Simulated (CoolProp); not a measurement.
A single-stage vapour-compression cycle with propane: evaporating at 198.15 K (dew point), condensing at 244.15 K (bubble point), superheat 5 K, subcooling 8 K, compressor efficiency 0.6, no pressure losses. Each further row changes one setting.

Model: reference Helmholtz-energy equation of state, Lemmon 2009, in CoolProp.

```json
[
 {"case": "as stated", "cooling COP": "2.28", "pressure ratio": "9.69", "discharge temperature (K)": "316.5", "refrigerating effect (kJ/kg)": "381", "volumetric capacity (kJ/m³)": "181"},
 {"case": "evaporating temperature 203.15 K", "cooling COP": "2.67", "pressure ratio": "…", "discharge temperature (K)": "307.2", "refrigerating effect (kJ/kg)": "387", "volumetric capacity (kJ/m³)": "…"},
 {"case": "condensing temperature 239.15 K", "cooling COP": "2.60", "pressure ratio": "7.94", "discharge temperature (K)": "306.6", "refrigerating effect (kJ/kg)": "392", "volumetric capacity (kJ/m³)": "186"},
 {"case": "subcooling 13 K", "cooling COP": "2.34", "pressure ratio": "9.69", "discharge temperature (K)": "316.5", "refrigerating effect (kJ/kg)": "392", "volumetric capacity (kJ/m³)": "186"},
 {"case": "superheat 15 K", "cooling COP": "2.25", "pressure ratio": "9.69", "discharge temperature (K)": "…", "refrigerating effect (kJ/kg)": "394", "volumetric capacity (kJ/m³)": "178"},
 {"case": "compressor efficiency 0.5", "cooling COP": "1.90", "pressure ratio": "9.69", "discharge temperature (K)": "…", "refrigerating effect (kJ/kg)": "381", "volumetric capacity (kJ/m³)": "181"}
]
```

What belongs in the gaps?


- evaporating temperature 203.15 K, pressure ratio: 7.15
- evaporating temperature 203.15 K, volumetric capacity (kJ/m³): 244
- superheat 15 K, discharge temperature (K): 328.2
- compressor efficiency 0.5, discharge temperature (K): 335.0
